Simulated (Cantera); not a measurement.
A freely propagating, adiabatic, planar premixed flame of H₂ : O₂ : N₂ = 1 : 0.333 : 1.25 (molar parts), unburnt at 700 K and 5.00 bar; mixture-averaged transport, grid criteria slope 0.08 and curve 0.16, no radiation.

Detailed kinetics in Cantera: the H2/O2 subset of GRI-Mech 3.0, which has no nitrogen chemistry. The hydrogen kinetics of GRI-Mech 3.0 are dated; newer H2 mechanisms differ, most at raised pressure. Burning velocities carry a grid error of a few per cent, more on coarse grids.

**Question.** How do the results move with these cheaper or finer settings: unity-Lewis-number transport; multicomponent transport; multicomponent+Soret transport; grid criteria slope 0.5, curve 1; grid criteria slope 0.25, curve 0.5; grid criteria slope 0.03, curve 0.06?

**Answer.** 
| setting | laminar burning velocity | thermal thickness | peak x(HO₂) | peak x(OH) | grid points |
|---|---|---|---|---|---|
| as above | 1230 cm/s | 0.0605 mm | 0.000773 | 0.0126 | 122 |
| unity-Lewis-number transport | 798 cm/s | 0.0523 mm | 0.000596 | 0.0126 | 108 |
| multicomponent transport | 1210 cm/s | 0.0605 mm | 0.000771 | 0.0126 | 122 |
| multicomponent+Soret transport | 1160 cm/s | 0.0594 mm | 0.000779 | 0.0126 | 122 |
| grid criteria slope 0.5, curve 1 | 1420 cm/s | 0.0808 mm | 0.000717 | 0.0131 | 43 |
| grid criteria slope 0.25, curve 0.5 | 1300 cm/s | 0.0682 mm | 0.000757 | 0.0132 | 56 |
| grid criteria slope 0.03, curve 0.06 | 1220 cm/s | 0.0589 mm | 0.000778 | 0.0125 | 258 |
Unity Lewis numbers drop preferential diffusion, which matters most where H2 and H carry the flame; Soret adds thermal diffusion.
